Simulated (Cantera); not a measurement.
Cantera run, input and output.

```python
import numpy as np
import cantera as ct

gas = ct.Solution("gri30.yaml")


def delay(T, t_max=10):
    gas.TPX = T, 500000, {'CO': 1, 'H2': 0.36, 'CH4': 0.26, 'O2': 1.46, 'N2': 5.5}
    reactor = ct.IdealGasConstPressureReactor(gas, clone=False)
    net = ct.ReactorNet([reactor])
    net.rtol, net.atol = 1e-8, 1e-16
    while net.time < t_max:
        t_old, T_old = net.time, reactor.T
        net.step()
        if reactor.T > T + 400:  # ignition: a rise of 400 K
            return t_old + (T + 400 - T_old) / (reactor.T - T_old) * (net.time - t_old)
    return np.nan


taus = []
for T in [973, 1073, 1173, 1273, 1373, 1473, 1573, 1673, 1773, 1873]:
    taus.append(delay(T))
    print(f"T0 = {T:6g} K   tau = {taus[-1]:.4e} s")
```

Result:

```
T0 =    973 K   tau = 1.1395e-02 s
T0 =   1073 K   tau = 9.3541e-04 s
T0 =   1173 K   tau = 2.0742e-04 s
T0 =   1273 K   tau = 7.7143e-05 s
T0 =   1373 K   tau = 3.6306e-05 s
T0 =   1473 K   tau = 1.9840e-05 s
T0 =   1573 K   tau = 1.2155e-05 s
T0 =   1673 K   tau = 8.1111e-06 s
T0 =   1773 K   tau = 5.7504e-06 s
T0 =   1873 K   tau = 4.2663e-06 s
```

Cantera simulation using GRI-Mech 3.0 (53 species, 325 reactions); the numbers are that mechanism's predictions, not measurements. Below about 1000 K GRI-Mech 3.0 lacks low-temperature oxidation paths.
